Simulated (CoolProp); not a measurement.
n-undecane along the isobar 2.4 MPa: fugacity coefficient from the reference equation and from simpler models built on Tc = 638.8 K, pc = 1.990 MPa, ω = 0.539; each cubic takes its own stable root.

Computed with CoolProp (reference Helmholtz-energy equation of state, Aleksandrov 2011). It is a short technical equation, of lower accuracy than the large ones.

```json
[
 {"T (K)": "257.2", "phase": "liquid", "reference": "7.080e-7"},
 {"T (K)": "278.8", "phase": "liquid", "reference": "5.986e-6"},
 {"T (K)": "300.4", "phase": "liquid", "reference": "3.495e-5"},
 {"T (K)": "322", "phase": "liquid", "reference": "0.0001528"},
 {"T (K)": "343.6", "phase": "liquid", "reference": "0.0005315"},
 {"T (K)": "365.2", "phase": "liquid", "reference": "0.001537"},
 {"T (K)": "386.8", "phase": "liquid", "reference": "0.003822"},
 {"T (K)": "408.5", "phase": "liquid", "reference": "0.008421"},
 {"T (K)": "430.1", "phase": "liquid", "reference": "0.01666"},
 {"T (K)": "451.7", "phase": "liquid", "reference": "0.03022"},
 {"T (K)": "473.3", "phase": "liquid", "reference": "0.05087"},
 {"T (K)": "494.9", "phase": "liquid", "reference": "0.08036"},
 {"T (K)": "516.5", "phase": "liquid", "reference": "0.1201"},
 {"T (K)": "538.1", "phase": "liquid", "reference": "0.1712"},
 {"T (K)": "559.7", "phase": "liquid", "reference": "0.2338"}
]
```

Task: How far does each simpler model (van der Waals, Redlich-Kwong, Soave-Redlich-Kwong, Peng-Robinson) lie from the reference over these 15 states: mean and median of the absolute difference, and the worst?

Result: 
- van der Waals: mean 85670.0 %, median 1347.6 %, worst +971933.9 % at 257.2 K and 2.4 MPa
- Redlich-Kwong: mean 1505.7 %, median 348.2 %, worst +9826.6 % at 257.2 K and 2.4 MPa
- Soave-Redlich-Kwong: mean 3.6 %, median 3.0 %, worst +8.6 % at 559.7 K and 2.4 MPa
- Peng-Robinson: mean 9.1 %, median 4.3 %, worst +39.7 % at 257.2 K and 2.4 MPa
